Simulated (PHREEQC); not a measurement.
Dissolve 0.0066 mol/kgw HF, 0.054 mol/kgw H2SiF6, 0.0003 mol/kgw H3PO4 and 0.0011 mol/kgw NH3 at 50 °C. Closed to the air; pH follows from the charge balance.

The numbers come from PHREEQC with the ion-association model, phreeqc.dat.

The pH is 1.08 and the ionic strength is 0.156 mol/kgw. The density comes out as 0.993 g/cm³ and the total alkalinity is -330 meq/kg.

```tsv
species	molality	activity	log γ
H+	0.103	0.0824	-0.097
SiF6-2	0.0520	0.0161	-0.510
HF	0.0187	0.0194	0.016
H4SiO4	0.00205	0.00213	0.016
NH4+	0.00110	0.000763	-0.159
H3PO4	0.000276	0.000286	0.016
```

Precipitation was switched off in this run. Examples of supersaturated solids here: Quartz (slow to form), Chalcedony (slow to form). Others may be too. Species that the database lacks are ignored. Constants without temperature data keep their 25 °C values here. SiF6-2 is the database's only silicon fluoride.
